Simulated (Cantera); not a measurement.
Gas activation for diamond growth

An isothermal, constant-pressure homogeneous reactor starts with 0.259 % CH4, 99.5 % H2, 0.199 % O2, at 2350 K and 1000 Pa.

Cantera simulation using GRI-Mech 3.0 (53 species, 325 reactions); the numbers are that mechanism's predictions, not measurements. Radical loss at walls, strong at low pressure, is not modelled.

```csv
t (s),x CH4,x H2,x O2,x CH3,x CH2
0.000900,0.00251,0.994,0.00173,7.59e-5,1.75e-7
0.00207,0.00238,0.990,0.000875,0.000196,1.27e-6
0.00477,0.00219,0.985,2.52e-5,0.000347,4.41e-6
0.0110,0.00188,0.980,1.76e-10,0.000472,9.42e-6
0.0253,0.00113,0.973,3.46e-10,0.000459,1.47e-5
0.0583,0.000349,0.965,6.47e-10,0.000200,9.32e-6
0.134,9.87e-5,0.956,9.13e-10,7.37e-5,4.54e-6
0.309,4.47e-5,0.944,1.03e-9,4.50e-5,3.74e-6
0.711,1.06e-5,0.925,8.45e-10,1.51e-5,1.79e-6
1.64,5.98e-8,0.898,1.07e-9,1.20e-7,2.00e-8
3.77,<1e-12,0.881,1.53e-9,2.23e-12,<1e-12
8.69,<1e-12,0.879,1.61e-9,2.09e-12,<1e-12
20.0,<1e-12,0.878,1.61e-9,2.09e-12,<1e-12
```
x: mole fraction; the columns are a selection and need not sum to one.

Equilibrium at this temperature and pressure: CH4 <1e-12, H2 0.878, O2 1.61e-9, CH3 2.22e-12, CH2 <1e-12 (gas phase only).
